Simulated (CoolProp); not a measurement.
Aqueous sodium chloride as a coolant, 9 % by mass, freezing at -5.8 °C, 1 atm.

Model: Melinder's fits for secondary coolants, in CoolProp.

| T (°C) | conductivity (W/(m K)) | viscosity (mPa s) | Prandtl number | density (kg/m³) |
|---|---|---|---|---|
| -1.4 | 0.554 | 2.12 | 14.3 | 1069 |
| 5 | 0.565 | 1.74 | [?] | 1068 |
| 11.4 | 0.576 | 1.45 | 9.47 | [?] |
| 17.8 | 0.586 | [?] | 7.90 | 1064 |
| 24.2 | [?] | [?] | 6.71 | 1062 |
| 30.6 | 0.607 | 0.930 | 5.78 | 1059 |
| 37 | 0.617 | 0.827 | 5.07 | 1056 |

### Question
Complete the blanks.

### Answer

- 5, Prandtl number: 11.5
- 11.4, density (kg/m³): 1066
- 17.8, viscosity (mPa s): 1.23
- 24.2, conductivity (W/(m K)): 0.596
- 24.2, viscosity (mPa s): 1.06
